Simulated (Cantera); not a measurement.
# Equilibrium for silicon etching in halogen gases: Si + HF + N2

Charge: 1 mol Si, a varied amount of HF, 26 mol N2, equilibrated at 1073 K and 5.40e-5 bar.

Equilibrium computed with Cantera from the NASA thermochemical tables; the gas is ideal and each condensed phase is pure. Candidate condensed phases: Si, Si3N4; 37 gas species. N2 is the only nitrogen source here; it is nearly inert below about 1500 K, so the nitride shown seldom forms there in practice. The tables' values for SiF3 are old estimates; treat these amounts as uncertain. Rates play no part.

From 1 mol HF to 3.9 mol HF the condensed part is Si3N4(s). At 4.5 mol HF nothing is condensed. The main Si-bearing gas is SiF4 throughout. The share of Si in condensed phases is highest at 1 mol HF (75.1 %) and lowest at 4.5 mol HF (0.0 %).

```csv
n(HF) (mol),log p N2,log p H2,log p SiF4,log p HF,log p SiF3,n Si3N4(s)
1,-4.28,-5.99,-6.29,-7.92,-8.35,0.250
1.2,-4.28,-5.91,-6.22,-7.86,-8.29,0.234
1.4,-4.29,-5.85,-6.15,-7.81,-8.24,0.217
1.5,-4.29,-5.82,-6.13,-7.79,-8.22,0.209
1.8,-4.29,-5.75,-6.05,-7.74,-8.16,0.184
2,-4.29,-5.70,-6.01,-7.70,-8.13,0.167
2.3,-4.30,-5.65,-5.95,-7.66,-8.09,0.142
2.6,-4.30,-5.60,-5.90,-7.63,-8.05,0.117
3,-4.30,-5.54,-5.85,-7.58,-8.00,0.0840
3.4,-4.31,-5.49,-5.80,-7.55,-7.97,0.0507
3.9,-4.31,-5.44,-5.74,-7.51,-7.93,0.00911
4.5,-4.32,-5.44,-5.74,-6.04,-9.39,0
```
log p: log10 of the partial pressure in bar; n: condensed amount in mol.
